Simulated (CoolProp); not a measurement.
Vapour-liquid equilibrium of CHF3 (R23) (1) + R227EA (2) at 0.0691 bar; x and y are mole fractions of (1).

The numbers come from the multi-fluid Helmholtz-energy mixture model, Penoncello 2003 and Lemmon 2016; pair parameters Bell 2016 in CoolProp.

Question: Give the bubble temperature and the first vapour's composition at x = 0.275, 0.575, 0.95. Is there an azeotrope?

Answer: x = 0.275: -107.6 °C, y = 0.988; x = 0.575: -114.4 °C, y = 0.996; x = 0.95: -117.8 °C, y = 0.999. No azeotrope shows between x = 0.05 and 0.95.

Pair parameters are fitted to limited data, so mixtures are less certain than the pure fluids.
